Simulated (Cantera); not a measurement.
A Cantera script and its output.

```python
import numpy as np
import cantera as ct

surf = ct.Interface("ptcombust.yaml", "Pt_surf")
gas = surf.adjacent["gas"]
gas.TPX = 1000, 21000, {'CO': 0.0024, 'O2': 0.032, 'N2': 0.79}
surf.TP = 1000, 21000
reactor = ct.FlowReactor(gas, clone=False)
reactor.area = 0.0001  # m2
reactor.surface_area_to_volume_ratio = 100  # 1/m
reactor.mass_flow_rate = 0.33 * reactor.area * gas.density  # inlet velocity 0.33 m/s
reactor.energy_enabled = False
wall = ct.ReactorSurface(surf, reactor, clone=False)
net = ct.ReactorNet([reactor])
net.rtol, net.atol = 1e-8, 1e-16
show, cover = ['CO', 'O2', 'H2O', 'CO2'], ['PT(S)', 'H(S)', 'O(S)', 'OH(S)', 'CO(S)', 'C(S)']

rows = []
print(f"{'z/m':>9s}{'u/(m/s)':>9s}" + "".join(f"{s:>13s}" for s in show + cover))
for z in [4.2e-05, 9e-05, 0.00019, 0.00042, 0.0009, 0.0019, 0.0042]:
    net.advance(z)
    rows.append([reactor.speed, *gas[show].X, *surf[cover].coverages])
    print(f"{z:9.4g}{rows[-1][0]:9.3g}" + "".join(f"{x:13.4e}" for x in rows[-1][1:]))
```

Output:

```
      z/m  u/(m/s)           CO           O2          H2O          CO2        PT(S)         H(S)         O(S)        OH(S)        CO(S)         C(S)
  4.2e-05     0.33   1.1034e-03   3.7946e-02   4.2552e-35   1.8104e-03   3.9079e-01   4.6598e-26   6.0895e-01   4.7018e-23   2.5888e-04   2.0967e-14
    9e-05     0.33   5.6371e-04   3.7686e-02   1.0748e-34   2.3509e-03   3.6274e-01   7.1590e-25   6.3715e-01   2.0213e-21   1.0949e-04   7.8672e-15
  0.00019     0.33   1.6069e-04   3.7492e-02   7.9726e-33   2.7545e-03   3.4780e-01  -5.6640e-26   6.5217e-01  -2.0053e-22   2.8111e-05   1.8920e-15
  0.00042     0.33   1.0302e-05   3.7420e-02   1.8107e-33   2.9051e-03   3.4305e-01  -2.7381e-26   6.5695e-01  -3.0136e-22   1.7420e-06   1.1481e-16
   0.0009     0.33   3.5138e-08   3.7415e-02   7.1610e-35   2.9154e-03   3.4274e-01  -7.2007e-26   6.5726e-01  -2.2195e-22   5.9282e-09   3.9015e-19
   0.0019     0.33   2.5571e-13   3.7415e-02  -4.7013e-33   2.9155e-03   3.4274e-01  -7.1006e-26   6.5726e-01  -2.1887e-22   4.3141e-14   2.8392e-24
   0.0042     0.33  -9.5241e-18   3.7415e-02  -1.3277e-33   2.9155e-03   3.4274e-01  -7.0901e-26   6.5726e-01  -2.1854e-22  -1.4914e-31   3.8538e-36
```

Detailed kinetics in Cantera: Deutschmann's 1995 Pt surface mechanism with GRI-Mech 3.0 gas chemistry. Catalytic surfaces can have several steady states; this one follows from the mechanism file's or the stated starting coverage. Mass transfer to the wall is taken as infinitely fast.
